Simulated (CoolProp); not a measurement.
Properties of R124 along the isotherm 402.1 K.

Computed with CoolProp (reference Helmholtz-energy equation of state, de Vries 1995).

```
p (bar)          phase  speed of sound (m/s)  Joule-Thomson coefficient (K/MPa)  isothermal compressibility (1/MPa)  expansivity (1/kK)  Prandtl number
-------  -------------  --------------------  ---------------------------------  ----------------------------------  ------------------  --------------
15.1               gas                 141.6                              10.50                              0.7942               4.314           0.739
30.2               gas                 113.0                              13.72                              0.6051               11.11           0.966
45.3     supercritical                 122.3                              5.054                              0.2434               28.32            3.70
60.4     supercritical                 192.4                              1.915                             0.05463               9.601            2.81
75.5     supercritical                 233.8                              1.170                             0.03138               6.603            2.70
90.6     supercritical                 265.2                             0.8058                                   ?               5.265            2.69
106      supercritical                 291.7                             0.5792                                   ?               4.467            2.70
121      supercritical                 314.0                             0.4282                             0.01416               3.946            2.72
136      supercritical                 334.0                             0.3169                             0.01205               3.566            2.75
151      supercritical                     ?                             0.2309                             0.01049               3.274            2.78
166      supercritical                 368.9                                  ?                            0.009306               3.041            2.81
181      supercritical                 384.6                             0.1060                            0.008364               2.850            2.85
```

Problem. Fill in the missing entries.

Solution. 
- 90.6, isothermal compressibility (1/MPa): 0.02222
- 106, isothermal compressibility (1/MPa): 0.01721
- 151, speed of sound (m/s): 352.2
- 166, Joule-Thomson coefficient (K/MPa): 0.1622

Viscosity comes from a separate model (Bell 2016), an estimate that may be off by 10 % or more. Thermal conductivity comes from a separate model (Huber 2003), an estimate that may be off by 10 % or more.
